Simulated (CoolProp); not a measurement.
R407C along the isotherm 101.35 °C: density (kg/m³) from the reference equation and from simpler models built on Tc = 86.2 °C, pc = 4.632 MPa, ω = 0.363; each cubic takes its own stable root.

Model: reference Helmholtz-energy equation of state, Lemmon 2003, in CoolProp. It is a pseudo-pure fit of the blend.

```
p (MPa)          phase  reference  ideal gas  van der Waals
-------  -------------  ---------  ---------  -------------
0.0366             gas      1.016      1.013          1.015
0.0552             gas      1.534      1.528          1.533
0.0833             gas      2.319      2.306          2.317
0.126              gas      3.519      3.488          3.514
0.19               gas      5.330      5.260          5.319
0.286              gas      8.077      7.918          8.053
0.432              gas      12.33      11.96          12.27
0.651              gas      18.88      18.02          18.75
0.982              gas      29.23      27.19          28.92
1.48               gas      45.92      40.97          45.16
2.24               gas      74.65      62.01          72.73
3.37               gas      128.3      93.30          123.3
5.09     supercritical      273.7      140.9          273.4
7.68     supercritical      724.7      212.6          545.7
11.6     supercritical      865.8      321.1          624.9
```
